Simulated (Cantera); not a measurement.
What does this Cantera script print?

```python
import numpy as np
import cantera as ct

gas = ct.Solution("h2o2.yaml")
gas.TPX = 1325, 1100, {'H2': 0.0073, 'O2': 1}
reactor = ct.IdealGasConstPressureReactor(gas, energy="off", clone=False)
net = ct.ReactorNet([reactor])
net.rtol, net.atol = 1e-08, 1e-18
show = ['H2', 'O2', 'O', 'H2O2', 'OH', 'HO2', 'H']
times = np.geomspace(0.0003, 30, 10)

steps = ct.SolutionArray(gas, extra=["t"])
rows = []
print(f"{'t/s':>10s}{'T/K':>9s}{'P/Pa':>11s}" + "".join(f"{s:>11s}" for s in show))
for t in times:
    while net.time < t:
        t_next = net.step()
        steps.append(gas.state, t=t_next)
    rows.append([np.interp(t, steps.t, y) for y in (steps.T, steps.P, *steps(*show).X.T)])
    print(f"{t:10.3e}{rows[-1][0]:9.1f}{rows[-1][1]:11.4g}" + "".join(f"{x:11.3e}" for x in rows[-1][2:]))
rate = np.gradient(steps.T, steps.t)
print("integrator steps:", len(steps.t))
if steps.T.max() > steps.T[0] + 200:
    print(f"time of steepest temperature rise: {steps.t[rate.argmax()]:.4e} s")
gas.TPX = 1325, 1100, {'H2': 0.0073, 'O2': 1}
gas.equilibrate("TP")
print(f"equilibrium (TP): T = {gas.T:.1f} K  " + "  ".join(f"{s} {gas[s].X[0]:.3e}" for s in show))
```

Output:

```
       t/s      T/K       P/Pa         H2         O2          O       H2O2         OH        HO2          H
 3.000e-04   1325.0       1100  7.247e-03  9.928e-01  1.535e-08  2.656e-12  1.406e-08  1.389e-08  2.523e-09
 1.078e-03   1325.0       1100  7.247e-03  9.928e-01  1.317e-07  3.181e-11  1.083e-07  4.993e-08  1.094e-08
 3.875e-03   1325.0       1100  7.224e-03  9.927e-01  1.526e-05  3.279e-10  1.204e-05  1.895e-07  1.086e-06
 1.392e-02   1325.0       1100  3.806e-05  9.858e-01  6.374e-03  9.180e-09  8.839e-04  3.529e-07  1.913e-04
 5.004e-02   1325.0       1100  2.049e-05  9.862e-01  6.092e-03  7.857e-09  7.953e-04  3.221e-07  1.639e-04
 1.798e-01   1325.0       1100  1.708e-05  9.873e-01  5.038e-03  7.491e-09  7.265e-04  2.932e-07  1.237e-04
 6.463e-01   1325.0       1100  9.844e-06  9.896e-01  2.854e-03  6.302e-09  5.523e-04  2.182e-07  5.313e-05
 2.323e+00   1325.0       1100  2.807e-06  9.918e-01  7.975e-04  3.667e-09  2.955e-04  1.044e-07  7.925e-06
 8.348e+00   1325.0       1100  4.198e-07  9.926e-01  1.180e-04  1.133e-09  1.145e-04  2.948e-08  4.539e-07
 3.000e+01   1325.0       1100  5.486e-08  9.927e-01  1.537e-05  2.241e-10  4.144e-05  1.038e-08  2.140e-08
integrator steps: 1420
equilibrium (TP): T = 1325.0 K  H2 9.389e-09  O2 9.927e-01  O 2.634e-06  H2O2 5.024e-11  OH 1.717e-05  HO2 1.323e-08  H 1.521e-09
```

Cantera simulation using the H2/O2 subset of GRI-Mech 3.0, which has no nitrogen chemistry; the numbers are that mechanism's predictions, not measurements. Radical loss at walls, strong at low pressure, is not modelled.
